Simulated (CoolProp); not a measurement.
A simple Rankine cycle with R236EA: condensing at 295.15 K, boiler at 0.813 MPa, turbine inlet 349.6 K, turbine efficiency 0.75, pump efficiency 0.8, no recuperator. Each further row changes one setting.

Computed with CoolProp (reference Helmholtz-energy equation of state, Rui 2013).

| case | thermal efficiency (%) | net work (kJ/kg) | heat in (kJ/kg) | turbine exit temperature (K) | volume ratio over the turbine |
|---|---|---|---|---|---|
| as stated | 8.9 | 17.4 | 196 | 319.4 | 4.62 |
| turbine inlet 369.6 K | 8.7 | 19.0 | 217 | 340.5 | 4.50 |
| condensing temperature 287.15 K | 10.2 | 21.0 | 206 | 314.5 | 6.19 |
| boiler pressure 0.569 MPa | 6.9 | 13.9 | 201 | 328.2 | 3.12 |
| turbine efficiency 0.65 | 7.6 | 15.0 | 196 | 322.0 | 4.67 |
